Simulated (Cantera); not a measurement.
Feed: 1 mol Si, 1.7 mol H2O, 2.1 mol H2, equilibrated at 0.100 bar.

These are equilibrium values from Cantera (NASA tables, ideal gas, pure condensed phases), not measurements of a reactor. Candidate condensed phases: H2O, Si, SiO2; 18 gas species. Mutual solubility and eutectic melting of coexisting phases are not modelled. The tables hold silica as quartz up to 1696 K and as liquid above; real silica turns to tridymite and cristobalite and melts near 1996 K. Kinetics and transport are ignored.

Which condensed phases are stable at each of these points (T (°C)): 702, 802, 902, 1002, 1102, 1202, 1302, 1402?


```tsv
T (°C)	condensed phases	Si condensed (%)
702	Si(s) + SiO2(β-quartz)	100.0
802	Si(s) + SiO2(β-quartz)	100.0
902	Si(s) + SiO2(β-quartz)	100.0
1002	Si(s) + SiO2(β-quartz)	100.0
1102	Si(s) + SiO2(β-quartz)	99.8
1202	Si(s) + SiO2(β-quartz)	98.8
1302	Si(s) + SiO2(β-quartz)	92.6
1402	SiO2(β-quartz)	70.0
```

From 702 °C to 1302 °C the condensed part is Si(s) + SiO2(β-quartz). At 1402 °C the condensed part is SiO2(β-quartz).
